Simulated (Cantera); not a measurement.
**Adiabatic ignition**

An adiabatic, constant-volume homogeneous reactor starts with H₂ : O₂ : N₂ = 1 : 0.455 : 4.23 (molar parts), equivalence ratio 1.1, at 1325 K and 460000 Pa.

Detailed kinetics in Cantera: GRI-Mech 3.0 (53 species, 325 reactions). The hydrogen kinetics of GRI-Mech 3.0 are dated; newer H2 mechanisms differ, most at raised pressure.

```csv
t (s),T (K),P (bar),x H₂,x O₂,x OH,x H,x HO₂
9.00e-6,1341,4.65,0.171,0.0778,0.000234,0.00202,0.000122
2.62e-5,2557,8.26,0.0254,0.00304,0.00767,0.00561,3.24e-6
7.65e-5,2645,8.49,0.0211,0.00114,0.00470,0.00247,9.43e-7
0.000223,2648,8.50,0.0210,0.00102,0.00446,0.00233,8.29e-7
0.000651,2645,8.49,0.0214,0.000953,0.00435,0.00232,7.83e-7
0.00190,2640,8.48,0.0218,0.000878,0.00420,0.00231,7.28e-7
0.00553,2639,8.47,0.0219,0.000860,0.00417,0.00230,7.15e-7
0.0161,2639,8.47,0.0219,0.000860,0.00417,0.00230,7.15e-7
0.0470,2639,8.47,0.0219,0.000860,0.00417,0.00230,7.15e-7
0.137,2639,8.47,0.0219,0.000860,0.00417,0.00230,7.15e-7
0.400,2639,8.47,0.0219,0.000860,0.00417,0.00230,7.15e-7
```
x: mole fraction; the columns are a selection and need not sum to one.

```yaml
time_of_steepest_temperature_rise: 11.2 µs
temperature at 0.400 s: 2639 K
equilibrium_temperature: 2639 K
x(H₂) at 0.400 s: 0.0219 (gas-phase equilibrium 0.0219)
x(O₂) at 0.400 s: 0.000860 (gas-phase equilibrium 0.000860)
x(OH) at 0.400 s: 0.00417 (gas-phase equilibrium 0.00417)
```
